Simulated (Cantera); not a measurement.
SiCl4 + NH3 (silicon nitride deposition)

A closed system holds: 1 mol SiCl4, a varied amount of NH3, at 0.133 bar.

Cantera equilibrium calculation (NASA polynomials, part measured and part estimated; ideal gas, pure solids and liquids). Candidate condensed phases: NH4Cl, Si, Si3N4; 28 gas species. The tables' values for SiCl3 are old estimates. Equilibrium is a limit: real reactors are often held back by kinetics, nucleation or transport.

Stable condensed phases:

```
T in K \ n(NH3) in mol
         0.77  2.4  4.1  5.7  7.4    9   11   12   14   16   17   19
   1975     A    A    A    A    A    B    B    B    B    B    B    B
   1950     A    A    A    A    A    B    B    B    B    B    B    B
   1925     A    A    A    A    A    B    B    B    B    B    B    B
   1900     A    A    A    A    A    B    B    B    B    B    B    B
   1875     A    A    A    A    A    C    C    C    C    C    C    C
   1850     A    A    A    A    C    C    C    C    C    C    C    C
   1825     A    A    A    C    C    C    C    C    C    C    C    C
   1800     A    A    A    C    C    C    C    C    C    C    C    C
   1775     A    A    C    C    C    C    C    C    C    C    C    C
   1750     A    A    C    C    C    C    C    C    C    C    C    C
   1725     A    A    C    C    C    C    C    C    C    C    C    C
```

A: gas only; B: Si; C: Si3N4.
